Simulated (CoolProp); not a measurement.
Aqueous ethanol as a coolant, 11 % by mass, freezing at -4.9 °C, 1 atm.

Model: Melinder's fits for secondary coolants, in CoolProp.

```
T (°C)  cp (kJ/(kg K))  density (kg/m³)  conductivity (W/(m K))  viscosity (mPa s)
------  --------------  ---------------  ----------------------  -----------------
-1.4             4.415            984.0                   0.495               3.76
6.5         (withheld)            983.4              (withheld)               2.60
14.4             4.337            981.9                   0.515               1.92
22.3             4.304            979.8                   0.525               1.48
30.2        (withheld)            977.1              (withheld)               1.19
```

**Question.** What belongs in the gaps?

**Answer.** 
- 6.5, cp (kJ/(kg K)): 4.376
- 6.5, conductivity (W/(m K)): 0.505
- 30.2, cp (kJ/(kg K)): 4.281
- 30.2, conductivity (W/(m K)): 0.534
